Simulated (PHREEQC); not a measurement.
0.078 g of hydrous ferric oxide (600 m²/g; 0.2 weak and 0.005 strong sites per Fe, Dzombak-Morel constants, diffuse double layer) in 1 kg of water with 0.1 mol/kgw of an inert sodium salt, at 25 °C; the pH is set by adding NaOH or the inert anion's acid. Oxygen is held at 0.21 atm. The system is closed to CO2. Precipitation was switched off in this run.

All values are PHREEQC results (ion-association model, wateq4f.dat), not measurements.

Predict surface charge σ (C/m²) at pH = 6, 7, 8, 9.


```json
[
 {"pH": "6", "surface charge σ (C/m²)": "0.111"},
 {"pH": "7", "surface charge σ (C/m²)": "0.045"},
 {"pH": "8", "surface charge σ (C/m²)": "0.004"},
 {"pH": "9", "surface charge σ (C/m²)": "-0.034"}
]
```

The oxide is taken as insoluble; below pH 4 it would dissolve.
